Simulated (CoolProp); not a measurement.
The fluid at 298.15 K and 1.82 MPa (stagnation) flows isentropically through a choked orifice. The same conditions are run with several fluids, on thermodynamics alone (safety and materials aside).

The numbers come from the reference Helmholtz-energy equation of state of each fluid (nitrous oxide: Lemmon 2006; ethane: Bücker 2006; nitrogen: Span 2000; ethylene: Smukala 2000; fluorine: de Reuck 1990) in CoolProp.

Question: Rank nitrous oxide, ethane, nitrogen, ethylene, fluorine by throat to inlet pressure ratio, highest first.

Answer: ethane (0.574), ethylene (0.556), nitrous oxide (0.551), fluorine (0.531), nitrogen (0.526)

```
fluid          mass flux (kg/(m² s))  throat temperature (K)
-------------  ---------------------  ----------------------
nitrous oxide                   5350                   259.2
ethane                          4380                   268.4
nitrogen                        4220                   247.6
ethylene                        4240                   262.1
fluorine                        4870                   250.9
```
